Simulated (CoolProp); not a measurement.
m-xylene at several states: density (kg/m³) from the reference equation and from simpler models built on Tc = 616.9 K, pc = 3535 kPa, ω = 0.326; each cubic takes its own stable root.

Model: reference Helmholtz-energy equation of state, Zhou 2012, in CoolProp.

```tsv
T (K)	p (kPa)	phase	reference
358	466	liquid	807.4
285.4	5990	liquid	874.8
302.7	4680	liquid	859.4
```

Q: How far does each simpler model (Redlich-Kwong, Peng-Robinson) lie from the reference over these 3 states: mean and median of the absolute difference, and the worst?

A: 
- Redlich-Kwong: mean 16.2 %, median 16.1 %, worst -16.4 % at 358 K and 466 kPa
- Peng-Robinson: mean 3.1 %, median 3.3 %, worst -3.7 % at 285.4 K and 5990 kPa
